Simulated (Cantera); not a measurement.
Cantera run, input and output.

```python
import numpy as np
import cantera as ct

gas = ct.Solution("SiF4_NH3_mec.yaml", "gas")
gas.TPX = 2198, 9300, {'NH3': 1, 'N2': 0.19}
reactor = ct.IdealGasConstPressureReactor(gas, energy="off", clone=False)
net = ct.ReactorNet([reactor])
net.rtol, net.atol = 1e-08, 1e-18
show = ['NH3', 'NH2', 'H2', 'H', 'N2']
times = np.geomspace(0.0004, 3, 13)

steps = ct.SolutionArray(gas, extra=["t"])
rows = []
print(f"{'t/s':>10s}{'T/K':>9s}{'P/Pa':>11s}" + "".join(f"{s:>11s}" for s in show))
for t in times:
    while net.time < t:
        t_next = net.step()
        steps.append(gas.state, t=t_next)
    rows.append([np.interp(t, steps.t, y) for y in (steps.T, steps.P, *steps(*show).X.T)])
    print(f"{t:10.3e}{rows[-1][0]:9.1f}{rows[-1][1]:11.4g}" + "".join(f"{x:11.3e}" for x in rows[-1][2:]))
rate = np.gradient(steps.T, steps.t)
print("integrator steps:", len(steps.t))
if steps.T.max() > steps.T[0] + 200:
    print(f"time of steepest temperature rise: {steps.t[rate.argmax()]:.4e} s")
gas.TPX = 2198, 9300, {'NH3': 1, 'N2': 0.19}
gas.equilibrate("TP")
print(f"equilibrium (TP): T = {gas.T:.1f} K  " + "  ".join(f"{s} {gas[s].X[0]:.3e}" for s in show))
```

Result:

```
       t/s      T/K       P/Pa        NH3        NH2         H2          H         N2
 4.000e-04   2198.0       9300  8.327e-01  3.163e-03  4.130e-03  1.021e-05  1.599e-01
 8.414e-04   2198.0       9300  8.226e-01  3.468e-03  1.213e-02  2.243e-05  1.617e-01
 1.770e-03   2198.0       9300  8.016e-01  3.288e-03  2.937e-02  4.471e-05  1.656e-01
 3.722e-03   2198.0       9300  7.597e-01  2.998e-03  6.367e-02  8.670e-05  1.735e-01
 7.830e-03   2198.0       9300  6.810e-01  2.621e-03  1.280e-01  1.644e-04  1.881e-01
 1.647e-02   2198.0       9300  5.486e-01  2.158e-03  2.361e-01  3.050e-04  2.128e-01
 3.464e-02   2198.0       9300  3.644e-01  1.591e-03  3.864e-01  5.498e-04  2.470e-01
 7.286e-02   2198.0       9300  1.736e-01  9.529e-04  5.420e-01  9.656e-04  2.825e-01
 1.533e-01   2198.0       9300  4.460e-02  3.818e-04  6.468e-01  1.794e-03  3.064e-01
 3.224e-01   2198.0       9300  1.556e-03  4.304e-05  6.785e-01  6.079e-03  3.138e-01
 6.781e-01   2198.0       9300  1.144e-05  7.804e-07  6.724e-01  1.483e-02  3.127e-01
 1.426e+00   2198.0       9300  2.497e-06  1.731e-07  6.722e-01  1.507e-02  3.127e-01
 3.000e+00   2198.0       9300  9.952e-07  6.898e-08  6.722e-01  1.507e-02  3.127e-01
integrator steps: 1766
equilibrium (TP): T = 2198.0 K  NH3 4.272e-07  NH2 2.961e-08  H2 6.722e-01  H 1.507e-02  N2 3.127e-01
```

Detailed kinetics in Cantera: the gas-phase N/H chemistry of the illustrative SiF4/NH3 mechanism in the Surface Chemkin manual (1991). Walls and surfaces, which speed up NH3 decomposition in real reactors, are not modelled.
